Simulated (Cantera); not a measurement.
A closed system holds: 1 mol Hg, 6.8 mol H₂, 5.9 mol N₂, at 898.15 K and 101000 Pa.

Equilibrium computed with Cantera from the NASA thermochemical tables; the gas is ideal and each condensed phase is pure. Candidate condensed phases: Hg; 10 gas species. Equilibrium is a limit: real reactors are often held back by kinetics, nucleation or transport.

Base state: H₂ 0.496, N₂ 0.431, Hg 0.0730, NH₃ 0.000286 (mole fractions); condensed: gas only.

What changes in the equilibrium state with this change: temperature from 898.15 K to 750 K?


```json
[
 {"species": "H₂", "before": "0.496", "after": "0.495"},
 {"species": "N₂", "before": "0.431", "after": "0.431"},
 {"species": "Hg", "before": "0.0730", "after": "0.0731"},
 {"species": "NH₃", "before": "0.000286", "after": "0.00118"}
]
```

What changes in the equilibrium state with this change: temperature from 898.15 K to 673 K?


| species | before | after |
|---|---|---|
| H₂ | 0.496 | 0.493 |
| N₂ | 0.431 | 0.430 |
| Hg | 0.0730 | 0.0732 |
| NH₃ | 0.000286 | 0.00310 |
